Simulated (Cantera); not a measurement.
What does this Cantera script print?

```python
import numpy as np
import cantera as ct

gas_names = [...]  # 109 gases of nasa_gas.yaml made of C, Cl, H, Si
cond_names = """
    C(gr) C6H6(L) C7H8(L) C8H18(L),n-octa Si(cr) Si(L) SiC(b)
""".split()


# ... load() reads the species with a 1 bar reference pressure and builds the phases ...
atoms = {
    'CH3Cl': {'C': 1, 'H': 3, 'CL': 1},
    'Si': {'Si': 1},
}
top_T = {'C(gr)': 4500, 'SiC(b)': 3050}  # K; cautious upper limits of use, not melting points


# ... equilibrate(T, P, feed) seeds the gas with the atoms and calls Mixture.equilibrate('TP', solver="vcs", rtol=1e-11, max_steps=5000) ...
results = []
T = 2200  # K
P = 1000  # Pa
for m in [0.062, 0.16, 0.26, 0.36, 0.46, 0.56, 0.66, 0.76, 0.86, 0.96, 1.1]:
    feed = {'CH3Cl': 1, 'Si': m}  # mol
    mix = equilibrate(T, P, feed)
    results.append((T, P, feed, dict(zip(mix.species_names, mix.species_moles))))

top = {s: max(r[3][s] / sum(r[3][g] for g in gas_names) for r in results) for s in gas_names}
cols = sorted((s for s in top if top[s] > 0.001), key=lambda s: -top[s])[:7]
seen = [c for c in cond_names if any(r[3].get(c, 0) > 1e-12 for r in results)]
print("log10 of partial pressures in bar; condensed amounts in mol")
print(f"{'n(Si)':>10s}" + "".join(f"{s[:9]:>10s}" for s in cols + seen))
for T, P, feed, n in results:
    ng = sum(n[g] for g in gas_names)
    print(f"{feed['Si']:10.4g}" + "".join(f"{np.log10(max(n[s] / ng * P / 1e5, 1e-99)):10.3f}" for s in cols)
          + "".join(f"{n.get(c, 0):10.4g}" for c in seen))
```

It prints:

```
log10 of partial pressures in bar; condensed amounts in mol
     n(Si)        H2       HCL     SiCL2         H        CL        Si      SiCL     C(gr)    SiC(b)
     0.062    -2.300    -2.393    -3.572    -3.399    -3.631    -4.804    -4.955    0.9939         0
      0.16    -2.282    -2.447    -3.296    -3.390    -3.694    -4.403    -4.617    0.9532   0.03914
      0.26    -2.282    -2.447    -3.296    -3.390    -3.694    -4.403    -4.617    0.8532    0.1391
      0.36    -2.282    -2.447    -3.296    -3.390    -3.694    -4.403    -4.617    0.7532    0.2391
      0.46    -2.282    -2.447    -3.296    -3.390    -3.694    -4.403    -4.617    0.6532    0.3391
      0.56    -2.282    -2.447    -3.296    -3.390    -3.694    -4.403    -4.617    0.5532    0.4391
      0.66    -2.282    -2.447    -3.296    -3.390    -3.694    -4.403    -4.617    0.4532    0.5391
      0.76    -2.282    -2.447    -3.296    -3.390    -3.694    -4.403    -4.617    0.3532    0.6391
      0.86    -2.282    -2.447    -3.296    -3.390    -3.694    -4.403    -4.617    0.2532    0.7391
      0.96    -2.282    -2.447    -3.296    -3.390    -3.694    -4.403    -4.617    0.1532    0.8391
       1.1    -2.282    -2.447    -3.296    -3.390    -3.694    -4.403    -4.617   0.01319    0.9791
```

Method: chemical equilibrium by Gibbs-energy minimisation in Cantera with the NASA 1993 tables (ideal gas, pure condensed phases). The tables' values for SiCl, SiCl3 are old estimates; treat these amounts as uncertain. Gases not in the tables: Si2H6 and higher silanes.
